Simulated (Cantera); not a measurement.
A closed system holds: 1 mol borazine, 4.5 mol O2, 0.37 mol N2, at 18.0 Pa.

Equilibrium computed with Cantera from the NASA thermochemical tables; the gas is ideal and each condensed phase is pure. Candidate condensed phases: B, BN, B2O3, B3O3H3, H2O; 39 gas species. The feed counts by its element totals alone. Rates play no part. All values below are at 1148 K.

Base state: H2O 0.518, N2 0.329, O2 0.132, HBO2 0.0205, (HBO2)3 7.15e-5, NO 6.62e-5, OH 2.50e-5 (mole fractions); condensed: B2O3(l).

**Question.** What changes in the equilibrium state with this change: O2 from 4.5 to 0.17 mol?

**Answer.** 
```tsv
species	before	after
H2	4.36e-7	0.861
N2	0.329	0.139
HBO2	0.0205	0.000432
H2O	0.518	0.000229
O2	0.132	<1e-9
(HBO2)3	7.15e-5	<1e-9
NO	6.62e-5	<1e-9
HBO	<1e-9	5.04e-5
OH	2.50e-5	<1e-9
B2O3(l), mol	1.44	0.112
BN(s), mol	0	2.77
```
Mutual solubility and eutectic melting of coexisting phases are not modelled.
